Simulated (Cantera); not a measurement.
Feed: 1 mol SiHCl3, a varied amount of C2H2, 160 mol H2, 1.5 mol HCl, equilibrated at 900 °C and 6.30 mbar.

Cantera equilibrium calculation (NASA polynomials, part measured and part estimated; ideal gas, pure solids and liquids). Candidate condensed phases: C, C6H6, C7H8, C8H18, Si, SiC; 109 gas species. Mutual solubility and eutectic melting of coexisting phases are not modelled. Rates play no part.

Problem. Which condensed phases are stable at each of these points (n(C2H2) (mol)): 0.026, 0.049, 0.093, 0.17, 0.33, 0.62, 1.2?

Solution. 
```csv
n(C2H2) (mol),condensed phases,Si condensed (%)
0.026,Si(s) + SiC(s),74.0
0.049,Si(s) + SiC(s),74.0
0.093,Si(s) + SiC(s),74.0
0.17,Si(s) + SiC(s),74.0
0.33,Si(s) + SiC(s),74.0
0.62,C(graphite) + SiC(s),100.0
1.2,C(graphite) + SiC(s),100.0
```

From 0.026 mol C2H2 to 0.33 mol C2H2 the condensed part is Si(s) + SiC(s). From 0.62 mol C2H2 to 1.2 mol C2H2 the condensed part is C(graphite) + SiC(s).
